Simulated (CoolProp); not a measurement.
Vapour-liquid equilibrium of R134a (1) + R124 (2) at -23.95 °C; x and y are mole fractions of (1).

The numbers come from the multi-fluid Helmholtz-energy mixture model, Tillner-Roth 1994 and de Vries 1995; pair parameters Bell 2016 in CoolProp.

| x | bubble pressure (kPa) | y at the bubble point | dew pressure at overall composition x (kPa) | liquid density (mol/L) |
|---|---|---|---|---|
| 0.05 | 63.20 | 0.102 | 61.31 | 11.15 |
| 0.15 | 70.01 | 0.270 | 65.02 | 11.35 |
| 0.25 | 76.33 | 0.403 | 69.14 | 11.55 |
| 0.35 | 82.17 | 0.513 | 73.70 | 11.77 |
| 0.45 | 87.58 | 0.606 | 78.74 | 11.99 |
| 0.55 | 92.61 | 0.688 | 84.27 | 12.22 |
| 0.65 | 97.30 | 0.763 | 90.23 | 12.47 |
| 0.75 | 101.7 | 0.832 | 96.50 | 12.72 |
| 0.85 | 105.8 | 0.899 | 102.8 | 13.00 |
| 0.95 | 109.7 | 0.966 | 108.8 | 13.28 |

No azeotrope shows between x = 0.05 and 0.95.

Pair parameters are fitted to limited data, so mixtures are less certain than the pure fluids.
